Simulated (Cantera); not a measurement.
Stirred combustor or abatement burner

A perfectly stirred reactor is fed with CH4 : O2 : N2 = 1 : 1.54 : 5.78 (molar parts), at 0.197 atm; it is adiabatic with a 500 K inlet, and is followed from long to short residence time, starting on the burning branch (τ in s: 0.4, 0.17, 0.073, 0.031, 0.013, 0.0057, 0.0024, 0.001, 0.00044, 0.00019, 8.1e-05).

Computed with Cantera and GRI-Mech 3.0 (53 species, 325 reactions).

```
τ (s)    T (K)     x CH4      x O2       x O    x C2H4    x NO2   x H2O
-------  -----  --------  --------  --------  --------  -------  ------
0.40      2158   5.55e-6  0.000337  0.000169  8.02e-10  4.68e-9   0.181
0.17      2143   9.03e-6  0.000537  0.000267   1.94e-9  4.70e-9   0.180
0.073     2124   1.51e-5  0.000847  0.000418   4.64e-9  4.41e-9   0.178
0.031     2101   2.69e-5   0.00130  0.000627   1.20e-8  3.86e-9   0.176
0.013     2075   5.20e-5   0.00192  0.000879   3.59e-8  3.21e-9   0.174
0.0057    2050  0.000104   0.00270   0.00111   1.20e-7  2.64e-9   0.172
0.0024    2025  0.000233   0.00396   0.00128   5.18e-7  2.14e-9   0.171
0.0010    1992  0.000580   0.00659   0.00136   2.83e-6  1.67e-9   0.169
0.00044   1925   0.00167    0.0134   0.00125   2.02e-5  1.31e-9   0.166
0.00019    500     0.120     0.185    <1e-12    <1e-12   <1e-12  <1e-12
8.1e-5     500     0.120     0.185    <1e-12    <1e-12   <1e-12  <1e-12
```
x: mole fraction; the columns are a selection and need not sum to one.
